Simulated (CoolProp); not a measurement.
Vapour-liquid equilibrium of ethylene (1) + carbon dioxide (2) at 252.4 K; x and y are mole fractions of (1).

Computed with CoolProp (multi-fluid Helmholtz-energy mixture model, Smukala 2000 and Span 1996; pair parameters Bell 2016).

```csv
x,"bubble pressure, mixture model (bar)","bubble pressure, Raoult's law (bar)","y, mixture model","y, Raoult's law"
0.05,20.42,19.52,0.090,0.064
0.15,22.22,20.08,0.225,0.185
0.25,23.50,20.63,0.327,0.300
0.35,24.43,21.19,0.415,0.410
0.45,25.09,21.74,0.496,0.513
0.55,25.52,22.30,0.575,0.612
0.65,25.74,22.86,0.657,0.705
0.75,25.74,23.41,0.745,0.794
0.85,25.53,23.97,0.839,0.880
0.95,25.10,24.52,0.944,0.961
```

The largest gap from Raoult's law is +15.4 % in bubble pressure, at x = 0.45. y crosses x between x = 0.65 and 0.75: the model has an azeotrope there.

The pair parameters rest on a limited set of measurements; away from them the model extrapolates.
